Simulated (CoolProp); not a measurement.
The numbers come from the reference Helmholtz-energy equation of state, Younglove 1994 in CoolProp. It is a modified Benedict-Webb-Rubin equation, recast in Helmholtz form.

Question: Give the vapour pressure (kPa), surface tension (mN/m), liquid viscosity (µPa s), vapour viscosity (µPa s) of saturated R123 at 282.1, 303 K.

Answer: 
| T (K) | p (kPa) | surface tension (mN/m) | liquid viscosity (µPa s) | vapour viscosity (µPa s) |
|---|---|---|---|---|
| 282.1 | 48.4 | 17.1 | 505 | 10.2 |
| 303 | 109 | 14.6 | 395 | 10.9 |

Viscosity comes from a separate model (Tanaka 1996). Surface tension comes from a separate correlation (Mulero 2012).
